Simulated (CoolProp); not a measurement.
Vapour-liquid equilibrium of m-xylene (1) + n-decane (2) at 519.7 K; x and y are mole fractions of (1).

Model: multi-fluid Helmholtz-energy mixture model, Zhou 2012 and Lemmon 2006; pair parameters Bell 2016, in CoolProp.

```tsv
x	bubble pressure, mixture model (bar)	bubble pressure, Raoult's law (bar)	y, mixture model	y, Raoult's law
0.05	4.969	4.970	0.084	0.094
0.125	5.307	5.315	0.198	0.220
0.2	5.642	5.659	0.300	0.330
0.275	5.975	6.004	0.392	0.428
0.35	6.308	6.348	0.476	0.515
0.425	6.642	6.693	0.554	0.593
0.5	6.978	7.037	0.625	0.663
0.575	7.317	7.382	0.692	0.727
0.65	7.661	7.726	0.755	0.785
0.725	8.010	8.071	0.814	0.838
0.8	8.364	8.415	0.869	0.887
0.875	8.723	8.760	0.921	0.932
0.95	9.088	9.104	0.969	0.974
```

The largest gap from Raoult's law is -0.9 % in bubble pressure, at x = 0.575. No azeotrope shows between x = 0.05 and 0.95.

The pair parameters rest on a limited set of measurements; away from them the model extrapolates.
